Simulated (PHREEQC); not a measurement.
Model water analysis in mg/L, 39 °C, pH 3.13, pe 11.7:

| constituent | mg/L |
|---|---|
| Na | 44.8 |
| K | 0.000532 |
| Ca | 40.1 |
| Mg | 24.6 |
| Cl | 75.4 |
| S(6) as SO4 | 269 |
| Fe(3) | 0.126 |
| Mn(2) | 0.0577 |
| Cu(2) | 0.292 |
| Pb | 0.225 |
| Zn | 12 |

Valence states are taken as typed.

Equilibrium calculation in PHREEQC: ion-association model, phreeqc.dat.

Each row changes one thing in this solution. No solid was allowed to form.

```json
[
 {"case": "as made", "ionic strength (mol/kgw)": "0.0104", "Cu+2 (mol/kgw)": "3.77e-6", "ZnCl+ (mol/kgw)": "9.91e-7", "CuSO4 (mol/kgw)": "8.02e-7", "Pb+2 (mol/kgw)": "6.77e-7", "Fe(OH)2+ (mol/kgw)": "4.95e-7", "SI of Anglesite (PbSO4)": "-1.48", "SI of Gypsum (CaSO4:2H2O)": "-1.50"},
 {"case": "temperature from 39 to 35 °C at the same typed pH", "ionic strength (mol/kgw)": "0.0105", "Cu+2 (mol/kgw)": "3.78e-6", "ZnCl+ (mol/kgw)": "8.46e-7", "CuSO4 (mol/kgw)": "7.97e-7", "Pb+2 (mol/kgw)": "?", "Fe(OH)2+ (mol/kgw)": "4.17e-7", "SI of Anglesite (PbSO4)": "-1.45", "SI of Gypsum (CaSO4:2H2O)": "-1.50"},
 {"case": "Cu(2) from 0.292 to 0.584 mg/L", "ionic strength (mol/kgw)": "0.0104", "Cu+2 (mol/kgw)": "7.54e-6", "ZnCl+ (mol/kgw)": "9.91e-7", "CuSO4 (mol/kgw)": "1.60e-6", "Pb+2 (mol/kgw)": "6.77e-7", "Fe(OH)2+ (mol/kgw)": "4.96e-7", "SI of Anglesite (PbSO4)": "-1.48", "SI of Gypsum (CaSO4:2H2O)": "-1.50"},
 {"case": "Pb from 0.225 to 0.45 mg/L", "ionic strength (mol/kgw)": "0.0104", "Cu+2 (mol/kgw)": "3.77e-6", "ZnCl+ (mol/kgw)": "9.91e-7", "CuSO4 (mol/kgw)": "8.02e-7", "Pb+2 (mol/kgw)": "?", "Fe(OH)2+ (mol/kgw)": "4.95e-7", "SI of Anglesite (PbSO4)": "-1.18", "SI of Gypsum (CaSO4:2H2O)": "-1.50"}
]
```

Complete the blanks.


- temperature from 39 to 35 °C at the same typed pH, Pb+2 (mol/kgw): 6.76e-7
- Pb from 0.225 to 0.45 mg/L, Pb+2 (mol/kgw): 1.35e-6

Species that the database lacks are ignored. Some of these states are supersaturated (in Hematite (slow to form), Goethite (slow to form), for instance). Away from 25 °C the constants follow the database's enthalpies or fits; those with neither stay at their 25 °C values.
